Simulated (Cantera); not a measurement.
# Counterflow diffusion flame

A counterflow diffusion flame at 1.00 bar, nozzles 20 mm apart: fuel side 75.8 % CH4, 24.2 % N2 at 550 K, oxidiser side 20.0 % O2, 80.0 % N2 at 600 K, fuel mass flux 0.88 times the oxidiser's; mixture-averaged transport, no radiation.

Computed with Cantera and GRI-Mech 3.0 (53 species, 325 reactions). GRI-Mech 3.0 has no aromatics or soot, which form on the fuel side of real flames. The maximum strain rate includes the flame's own expansion and is several times the mean.

| oxidiser flux (kg/m²/s) | max strain (1/s) | mean strain (1/s) | T max (K) | peak x OH | peak x H | peak x NO | peak x CO | peak x C2H2 |
|---|---|---|---|---|---|---|---|---|
| 0.25 | 196 | 48.2 | 2104 | 0.00757 | 0.00403 | 0.000270 | 0.0506 | 0.0120 |
| 0.31 | 238 | 59.8 | 2094 | 0.00756 | 0.00415 | 0.000256 | 0.0502 | 0.0114 |
| 0.38 | 286 | 73.3 | 2085 | 0.00751 | 0.00425 | 0.000241 | 0.0498 | 0.0109 |
| 0.47 | 347 | 90.6 | 2076 | 0.00748 | 0.00436 | 0.000226 | 0.0496 | 0.0105 |
| 0.58 | 421 | 112 | 2067 | 0.00744 | 0.00447 | 0.000209 | 0.0494 | 0.0101 |
| 0.72 | 515 | 139 | 2057 | 0.00737 | 0.00457 | 0.000191 | 0.0493 | 0.00956 |
| 0.88 | 621 | 170 | 2047 | 0.00727 | 0.00464 | 0.000172 | 0.0492 | 0.00908 |
| 1.1 | 765 | 212 | 2034 | 0.00712 | 0.00470 | 0.000151 | 0.0491 | 0.00849 |
| 1.3 | 896 | 251 | 2023 | 0.00698 | 0.00473 | 0.000134 | 0.0492 | 0.00804 |
| 1.7 | 1150 | 328 | 2003 | 0.00668 | 0.00471 | 0.000106 | 0.0494 | 0.00720 |
x: mole fraction; the columns are a selection and need not sum to one.
